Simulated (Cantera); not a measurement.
Input (Python, Cantera) and output of one run.

```python
import numpy as np
import cantera as ct

gas_names = """
    CL CL2 H HCL H2 Si SiCL SiCL2 SiCL3 SiCL4 SiH SiHCL3 SiH2 SiH2CL2 SiH3 SiH3CL SiH4 Si2 Si3
""".split()
cond_names = """
    Si(cr) Si(L)
""".split()


def load(file, names, dense=False):
    # The tables refer to 1 bar. Condensed volumes are neglected.
    table = {s.name: s for s in ct.Species.list_from_file(file)}
    out = []
    for n in names:
        d = dict(table[n].input_data)
        d["thermo"] = dict(d["thermo"], **{"reference-pressure": 1e5})
        if dense:
            d["equation-of-state"] = {"model": "constant-volume", "density": "1e6 g/cm^3"}
        out.append(ct.Species.from_dict(d))
    return out


gas = ct.Solution(thermo="ideal-gas", species=load("nasa_gas.yaml", gas_names))
cond = {s.name: ct.Solution(thermo="fixed-stoichiometry", species=[s], name=s.name)
        for s in load("nasa_condensed.yaml", cond_names, dense=True)}
atoms = {
    'SiH4': {'Si': 1, 'H': 4},
    'Cl2': {'CL': 2},
    'H2': {'H': 2},
}
top_T = {}  # K; cautious upper limits of use, not melting points


def equilibrate(T, P, feed):
    n = {}
    for name, mol in feed.items():
        for a, k in atoms[name].items():
            n[a] = n.get(a, 0.0) + k * mol
    gas.TPX = T, P, n
    mass = sum(n.values()) * gas.mean_molecular_weight
    gas.equilibrate("TP")
    valid = [c for c in cond.values() if c.min_temp <= T <= top_T.get(c.name, c.max_temp)]
    mix = ct.Mixture([(gas, mass / gas.mean_molecular_weight)] + [(c, 0.0) for c in valid])
    mix.T, mix.P = T, P
    mix.equilibrate("TP", solver="vcs", rtol=1e-11, max_steps=5000)
    return mix


results = []
feed = {'SiH4': 1, 'Cl2': 0.057, 'H2': 6.9}  # mol
P = 1200  # Pa
for T in [823, 898, 973, 1048, 1123, 1198, 1273, 1348, 1423, 1498, 1573, 1648, 1723]:
    mix = equilibrate(T, P, feed)
    results.append((T, P, feed, dict(zip(mix.species_names, mix.species_moles))))

top = {s: max(r[3][s] / sum(r[3][g] for g in gas_names) for r in results) for s in gas_names}
cols = sorted((s for s in top if top[s] > 1e-05), key=lambda s: -top[s])[:5]
seen = [c for c in cond_names if any(r[3].get(c, 0) > 1e-12 for r in results)]
print("log10 of partial pressures in bar; condensed amounts in mol")
print(f"{'T/K':>10s}" + "".join(f"{s[:9]:>10s}" for s in cols + seen))
for T, P, feed, n in results:
    ng = sum(n[g] for g in gas_names)
    print(f"{T:10.4g}" + "".join(f"{np.log10(max(n[s] / ng * P / 1e5, 1e-99)):10.3f}" for s in cols)
          + "".join(f"{n.get(c, 0):10.4g}" for c in seen))
```

It prints:

```
log10 of partial pressures in bar; condensed amounts in mol
       T/K        H2       HCL     SiCL4         H    SiHCL3    Si(cr)     Si(L)
       823    -1.923    -4.588    -4.655   -12.096    -4.908    0.9737         0
       898    -1.924    -4.246    -4.789   -10.923    -5.023    0.9799         0
       973    -1.925    -4.005    -5.092    -9.929    -5.262    0.9882         0
      1048    -1.926    -3.882    -5.681    -9.075    -5.715    0.9944         0
      1123    -1.926    -3.848    -6.481    -8.334    -6.325    0.9964         0
      1198    -1.926    -3.843    -7.276    -7.684    -6.929    0.9967         0
      1273    -1.926    -3.844    -7.995    -7.110    -7.476    0.9965         0
      1348    -1.926    -3.845    -8.637    -6.599    -7.964    0.9963         0
      1423    -1.926    -3.847    -9.211    -6.141    -8.400    0.9961         0
      1498    -1.926    -3.848    -9.727    -5.728    -8.793    0.9959         0
      1573    -1.926    -3.850   -10.194    -5.354    -9.148    0.9956         0
      1648    -1.927    -3.852   -10.618    -5.014    -9.470    0.9952         0
      1723    -1.927    -3.852   -11.027    -4.703    -9.789         0    0.9945
```

Method: chemical equilibrium by Gibbs-energy minimisation in Cantera with the NASA 1993 tables (ideal gas, pure condensed phases). The tables' values for SiCl3, SiCl are old estimates; treat these amounts as uncertain. Gases not in the tables: Si2H6 and higher silanes.
